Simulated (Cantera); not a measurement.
**Stirred combustor or abatement burner**

A perfectly stirred reactor is fed with 5.82 % CH4, 0.233 % C2H6, 2.50 % C3H8, 19.2 % O2, 72.2 % N2, at 13.0 bar; it is adiabatic with a 600 K inlet, and is followed from long to short residence time, starting on the burning branch (τ in s: 0.11, 0.05, 0.023, 0.01, 0.0047, 0.0021, 0.00097, 0.00044, 0.0002, 9.1e-05, 4.2e-05, 1.9e-05).

Cantera simulation using GRI-Mech 3.0 (53 species, 325 reactions); the numbers are that mechanism's predictions, not measurements. GRI-Mech 3.0 was tuned for natural gas; its chemistry of propane as a main component is partial and can be far from experiment. The pressure lies above the range GRI-Mech 3.0 was tuned for (to about 10 atm).

```
τ (s)    T (K)     x CH4   x C2H6   x C3H8    x CH2       x O    x C2H2
-------  -----  --------  -------  -------  -------  --------  --------
0.11      2312   9.16e-6  2.06e-9  1.70e-8  5.22e-8   4.85e-6   4.97e-6
0.050     2311   1.81e-5  4.56e-9  3.68e-8  1.12e-7   5.41e-6   1.01e-5
0.023     2310   3.33e-5  9.99e-9  7.76e-8  2.35e-7   6.39e-6   1.92e-5
0.010     2308   6.01e-5  2.32e-8  1.71e-7  5.08e-7   8.18e-6   3.65e-5
0.0047    2306   9.74e-5  5.01e-8  3.44e-7  1.01e-6   1.08e-5   6.22e-5
0.0021    2302  0.000156  1.14e-7  7.16e-7  2.04e-6   1.53e-5  0.000106
0.00097   2297  0.000238  2.50e-7  1.43e-6  3.90e-6   2.22e-5  0.000169
0.00044   2289  0.000362  5.64e-7  2.91e-6  7.39e-6   3.34e-5  0.000268
0.00020   2275  0.000557  1.30e-6  5.95e-6  1.35e-5   5.05e-5  0.000419
9.1e-5    2251  0.000910  3.27e-6  1.27e-5  2.37e-5   7.50e-5  0.000670
4.2e-5    2201   0.00171  1.02e-5  3.02e-5  3.82e-5  0.000103   0.00115
1.9e-5     600    0.0582  0.00233   0.0250   <1e-12    <1e-12    <1e-12
```
x: mole fraction; the columns are a selection and need not sum to one.
